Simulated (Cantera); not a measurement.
Premixed flame

A freely propagating, adiabatic, planar premixed flame of 18.8 % H2, 17.1 % O2, 64.2 % N2, equivalence ratio 0.55, unburnt at 475 K and 0.109 atm; multicomponent transport, grid criteria slope 0.08 and curve 0.16, no radiation.

Cantera simulation using the H2/O2 subset of GRI-Mech 3.0, which has no nitrogen chemistry; the numbers are that mechanism's predictions, not measurements. Burning velocities carry a grid error of a few per cent, more on coarse grids. Lean hydrogen flames are cellular in practice and burn faster than this planar one.

```tsv
z (mm)	T (K)	u (m/s)	x H2	x O2	x H	x O	x H2O2	x HO2
-20.9	475	2.29	0.188	0.171	<1e-8	<1e-8	<1e-8	<1e-8
-13.9	475	2.29	0.188	0.171	<1e-8	<1e-8	<1e-8	<1e-8
-10.5	475	2.29	0.188	0.171	<1e-8	<1e-8	<1e-8	<1e-8
-6.97	475	2.29	0.188	0.171	1.90e-8	<1e-8	<1e-8	4.24e-7
-3.49	492	2.36	0.182	0.171	0.000136	7.12e-6	4.32e-6	7.38e-5
-1.74	668	3.15	0.152	0.167	0.00438	0.000168	3.79e-6	4.09e-5
0	1003	4.60	0.0741	0.137	0.0238	0.00441	7.41e-7	1.83e-5
1.74	1246	5.67	0.0208	0.0983	0.0323	0.0118	1.04e-6	1.05e-5
3.49	1365	6.18	0.0130	0.0895	0.0271	0.0132	8.28e-7	8.06e-6
6.97	1490	6.70	0.0113	0.0865	0.0187	0.0118	5.08e-7	6.24e-6
13.9	1610	7.18	0.00908	0.0847	0.0111	0.00919	2.68e-7	4.72e-6
27.9	1714	7.59	0.00625	0.0838	0.00541	0.00612	1.42e-7	3.32e-6
55.8	1790	7.88	0.00357	0.0836	0.00210	0.00342	8.03e-8	2.09e-6
```
x: mole fraction of selected species; z is measured from the peak of heat release.

```yaml
laminar_burning_velocity: 229 cm/s
thermal_thickness: 6.97 mm
peak x(H): 0.0326
peak x(O): 0.0132
peak x(H2O2): 6.26e-6
peak x(HO2): 7.40e-5
```
